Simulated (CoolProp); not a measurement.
Properties of carbon monoxide along the isobar 4.15 MPa (Tc = 132.9 K, pc = 3.498 MPa, ω = 0.050).

Values from CoolProp's reference Helmholtz-energy equation of state, Lemmon 2006. It is a short technical equation, of lower accuracy than the large ones.

```
T (K)          phase           Z  cp (kJ/(kg K))  Joule-Thomson coefficient (K/MPa)  isothermal compressibility (1/MPa)
-----  -------------  ----------  --------------  ---------------------------------  ----------------------------------
82.7          liquid  (withheld)           2.107                            -0.3391                            0.002901
115.7         liquid      0.1906           2.489                         (withheld)                             0.01264
148.6  supercritical      0.6519           2.456                              7.587                              0.4042
181.5  supercritical  (withheld)           1.412                              5.457                              0.2814
214.5  supercritical      0.9248           1.237                         (withheld)                              0.2580
247.4  supercritical      0.9619           1.166                              3.104                              0.2485
280.4  supercritical      0.9830           1.130                              2.429                              0.2436
313.3  supercritical      0.9957      (withheld)                              1.921                              0.2409
346.3  supercritical       1.004      (withheld)                              1.522                              0.2392
379.2  supercritical       1.009      (withheld)                              1.201                              0.2382
412.2  supercritical       1.012           1.084                         (withheld)                              0.2375
```

Some entries are withheld; supply them.


- 82.7, Z: 0.2117
- 115.7, Joule-Thomson coefficient (K/MPa): 0.1148
- 181.5, Z: 0.8508
- 214.5, Joule-Thomson coefficient (K/MPa): 4.044
- 313.3, cp (kJ/(kg K)): 1.108
- 346.3, cp (kJ/(kg K)): 1.095
- 379.2, cp (kJ/(kg K)): 1.088
- 412.2, Joule-Thomson coefficient (K/MPa): 0.9364
